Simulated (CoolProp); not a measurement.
The numbers come from the reference Helmholtz-energy equation of state, Lemmon 2006 in CoolProp. It is a short technical equation, of lower accuracy than the large ones.

**Question.** For C3F8 (R218), give the phase and the cp (kJ/(kg K)), Joule-Thomson coefficient (K/MPa), viscosity (µPa s) at 440 K and 0.194 MPa.

**Answer.** 
- 440 K and 0.194 MPa: gas; cp 0.976, Joule-Thomson coefficient 4.06, viscosity 18.1

Viscosity comes from a separate model (Huber 2003), an estimate that may be off by 10 % or more.
